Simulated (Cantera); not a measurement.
**Dilute partial oxidation**

An isothermal, constant-pressure homogeneous reactor starts with CH₄ : O₂ : N₂ = 0.007 : 0.0024 : 1 (molar parts), at 1475 K and 1.00 atm.

Computed with Cantera and GRI-Mech 3.0 (53 species, 325 reactions). GRI-Mech 3.0 stops at C3 and has no aromatics, soot or wall deposition, so with more carbon than oxygen in the feed, carbon stays in small species such as C2H2 where larger ones or solid carbon would form.

```json
[
 {"t (s)": "0.000800", "x CH₄": "0.00693", "x O₂": "0.00238", "x H₂": "8.38e-7", "x HO₂": "1.78e-8", "x CH₂": "7.84e-12", "x C₂H₆": "1.77e-8"},
 {"t (s)": "0.00140", "x CH₄": "0.00693", "x O₂": "0.00238", "x H₂": "1.53e-6", "x HO₂": "1.75e-8", "x CH₂": "2.07e-11", "x C₂H₆": "8.89e-8"},
 {"t (s)": "0.00245", "x CH₄": "0.00693", "x O₂": "0.00238", "x H₂": "2.87e-6", "x HO₂": "1.50e-8", "x CH₂": "5.26e-11", "x C₂H₆": "4.03e-7"},
 {"t (s)": "0.00428", "x CH₄": "0.00692", "x O₂": "0.00238", "x H₂": "5.71e-6", "x HO₂": "1.33e-8", "x CH₂": "1.21e-10", "x C₂H₆": "1.51e-6"},
 {"t (s)": "0.00748", "x CH₄": "0.00691", "x O₂": "0.00237", "x H₂": "1.25e-5", "x HO₂": "1.36e-8", "x CH₂": "2.52e-10", "x C₂H₆": "4.47e-6"},
 {"t (s)": "0.0131", "x CH₄": "0.00687", "x O₂": "0.00236", "x H₂": "3.07e-5", "x HO₂": "1.65e-8", "x CH₂": "5.31e-10", "x C₂H₆": "1.11e-5"},
 {"t (s)": "0.0229", "x CH₄": "0.00678", "x O₂": "0.00234", "x H₂": "8.77e-5", "x HO₂": "2.27e-8", "x CH₂": "1.17e-9", "x C₂H₆": "2.48e-5"},
 {"t (s)": "0.0400", "x CH₄": "0.00653", "x O₂": "0.00227", "x H₂": "0.000280", "x HO₂": "3.08e-8", "x CH₂": "2.81e-9", "x C₂H₆": "4.94e-5"},
 {"t (s)": "0.0699", "x CH₄": "0.00583", "x O₂": "0.00204", "x H₂": "0.000910", "x HO₂": "4.11e-8", "x CH₂": "7.77e-9", "x C₂H₆": "7.40e-5"},
 {"t (s)": "0.122", "x CH₄": "0.00422", "x O₂": "0.00127", "x H₂": "0.00262", "x HO₂": "4.44e-8", "x CH₂": "2.21e-8", "x C₂H₆": "5.65e-5"},
 {"t (s)": "0.214", "x CH₄": "0.00278", "x O₂": "0.000341", "x H₂": "0.00442", "x HO₂": "1.44e-8", "x CH₂": "1.57e-8", "x C₂H₆": "1.52e-5"},
 {"t (s)": "0.374", "x CH₄": "0.00234", "x O₂": "7.93e-5", "x H₂": "0.00502", "x HO₂": "3.16e-9", "x CH₂": "4.23e-9", "x C₂H₆": "4.20e-6"},
 {"t (s)": "0.654", "x CH₄": "0.00212", "x O₂": "1.61e-5", "x H₂": "0.00534", "x HO₂": "6.16e-10", "x CH₂": "1.41e-9", "x C₂H₆": "1.94e-6"},
 {"t (s)": "1.14", "x CH₄": "0.00191", "x O₂": "1.56e-6", "x H₂": "0.00568", "x HO₂": "6.19e-11", "x CH₂": "7.86e-10", "x C₂H₆": "1.27e-6"},
 {"t (s)": "2.00", "x CH₄": "0.00164", "x O₂": "2.62e-8", "x H₂": "0.00612", "x HO₂": "1.15e-12", "x CH₂": "6.30e-10", "x C₂H₆": "8.89e-7"}
]
```
x: mole fraction; the columns are a selection and need not sum to one.

Equilibrium at this temperature and pressure: CH₄ 7.09e-6, O₂ <1e-12, H₂ 0.0127, HO₂ <1e-12, CH₂ 1.53e-12, C₂H₆ 1.22e-11 (gas phase only).
